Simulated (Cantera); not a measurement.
An adiabatic, constant-volume homogeneous reactor starts with 20.1 % CH4, 16.8 % O2, 63.1 % N2, at 1648 K and 5.20 bar.

Computed with Cantera and GRI-Mech 3.0 (53 species, 325 reactions).

Q: Predict: time of steepest temperature rise; temperature at 0.100 s; equilibrium temperature; x(CH4) at 0.100 s; x(O2) at 0.100 s; x(NO) at 0.100 s; x(HCN) at 0.100 s; x(O) at 0.100 s.

A: 
* **time of steepest temperature rise**: 0.109 ms
* **temperature at 0.100 s**: 2736 K
* **equilibrium temperature**: 2736 K
* **x(CH4) at 0.100 s**: 2.60e-9 (gas-phase equilibrium 2.91e-9)
* **x(O2) at 0.100 s**: 5.26e-6 (gas-phase equilibrium 5.26e-6)
* **x(NO) at 0.100 s**: 0.000135 (gas-phase equilibrium 0.000135)
* **x(HCN) at 0.100 s**: 2.57e-6 (gas-phase equilibrium 2.57e-6)
* **x(O) at 0.100 s**: 2.96e-5 (gas-phase equilibrium 2.96e-5)
